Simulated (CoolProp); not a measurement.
Properties of dimethyl carbonate at several states.

Computed with CoolProp (reference Helmholtz-energy equation of state, Zhou 2011).

```json
[
 {"T (K)": "466.7", "p (bar)": "17.3", "phase": "liquid", "density (kg/m³)": "[?]", "cp (kJ/(kg K))": "[?]", "cv (kJ/(kg K))": "1.639", "speed of sound (m/s)": "574.4", "fugacity coefficient": "0.6003"},
 {"T (K)": "360.5", "p (bar)": "1.26", "phase": "liquid", "density (kg/m³)": "978.0", "cp (kJ/(kg K))": "[?]", "cv (kJ/(kg K))": "1.439", "speed of sound (m/s)": "[?]", "fugacity coefficient": "0.7172"},
 {"T (K)": "367.6", "p (bar)": "46.3", "phase": "liquid", "density (kg/m³)": "974.7", "cp (kJ/(kg K))": "1.958", "cv (kJ/(kg K))": "1.453", "speed of sound (m/s)": "951.6", "fugacity coefficient": "0.02787"}
]
```

Problem. Complete the blanks.

Solution. 
- 466.7, density (kg/m³): 808.3
- 466.7, cp (kJ/(kg K)): 2.304
- 360.5, cp (kJ/(kg K)): 1.951
- 360.5, speed of sound (m/s): 951.1
